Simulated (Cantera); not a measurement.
Feed: 1 mol CH₃SiCl₃, 0.23 mol C₂H₂, 5.2 mol H₂, equilibrated at 1652 °C and 630 Pa.

Method: chemical equilibrium by Gibbs-energy minimisation in Cantera with the NASA 1993 tables (ideal gas, pure condensed phases). Candidate condensed phases: C, C₆H₆, C₇H₈, C₈H₁₈, Si, SiC; 109 gas species. The feed counts by its element totals alone. The tables' values for SiCl₃, SiCl are old estimates; treat these amounts as uncertain. Kinetics and transport are ignored.

Base state: H₂ 0.653, HCl 0.316, SiCl₂ 0.0165, H 0.00973, Cl 0.00354, C₂H₂ (acetylene) 0.000299, SiCl₃ 0.000155, SiCl 0.000153 (mole fractions); condensed: C(graphite) + SiC(s).

What changes in the equilibrium state with this change: H₂ from 5.2 to 270 mol?


| species | before | after |
|---|---|---|
| H₂ | 0.653 | 0.977 |
| H | 0.00973 | 0.0119 |
| HCl | 0.316 | 0.0108 |
| SiCl₂ | 0.0165 | 1.28e-5 |
| Si | 0.000114 | 0.000114 |
| SiCl₃ | 0.000155 | 3.36e-9 |
| Cl | 0.00354 | 9.88e-5 |
| C(graphite), mol | 0.599 | 0.251 |
| SiC(s), mol | 0.856 | 0.959 |

What changes in the equilibrium state with this change: CH₃SiCl₃ replaced by CH₃SiH₃?


```tsv
species	before	after
H₂	0.653	0.987
H	0.00973	0.0120
C₂H₂ (acetylene)	0.000299	0.000452
HCl	0.316	0
SiCl₂	0.0165	0
Si	0.000114	0.000114
Cl	0.00354	0
SiCl₃	0.000155	0
C(graphite), mol	0.599	0.453
SiC(s), mol	0.856	0.999
```

What changes in the equilibrium state with this change: H₂ from 5.2 to 72 mol?


```json
[
 {"species": "H₂", "before": "0.653", "after": "0.948"},
 {"species": "HCl", "before": "0.316", "after": "0.0389"},
 {"species": "H", "before": "0.00973", "after": "0.0117"},
 {"species": "SiCl₂", "before": "0.0165", "after": "0.000172"},
 {"species": "SiCl₃", "before": "0.000155", "after": "1.65e-7"},
 {"species": "Cl", "before": "0.00354", "after": "0.000362"},
 {"species": "C(graphite), mol", "before": "0.599", "after": "0.417"},
 {"species": "SiC(s), mol", "before": "0.856", "after": "0.976"}
]
```
The tables' values for SiCl are old estimates; treat these amounts as uncertain.
